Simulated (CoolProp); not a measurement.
Values from CoolProp's reference Helmholtz-energy equation of state, Kamei 1995.

### Question
Give the vapour pressure (MPa), liquid density (kg/m³), liquid cp (kJ/(kg K)) of saturated R22 at 184.9, 300.9 K.

### Answer
```
T (K)  p (MPa)  liquid density (kg/m³)  liquid cp (kJ/(kg K))
-----  -------  ----------------------  ---------------------
184.9  0.00554                    1540                   1.06
300.9     1.12                    1180                   1.27
```
